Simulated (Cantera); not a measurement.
A perfectly stirred reactor is fed with 11.1 % CH4, 18.6 % O2, 69.7 % N2, 0.567 % H2O, equivalence ratio 1.2, at 29000 Pa; it is adiabatic with a 625 K inlet, and is followed from long to short residence time, starting on the burning branch (τ in s: 0.37, 0.14, 0.05, 0.018, 0.0068, 0.0025, 0.00092, 0.00034, 0.00012, 4.6e-05, 1.7e-05, 6.2e-06).

Detailed kinetics in Cantera: GRI-Mech 3.0 (53 species, 325 reactions).

One state of this run: T (K) = 2109; x CH4 = 9.88e-5; x O2 = 0.00720; x H2O = 0.172; x HCO = 3.04e-6; x CO2 = 0.0533. x: mole fraction; the columns are a selection and need not sum to one.

Which value of τ (s) does it belong to?
A. 6.2e-6
B. 0.0068
C. 0.37
D. 0.0025

D, 0.0025
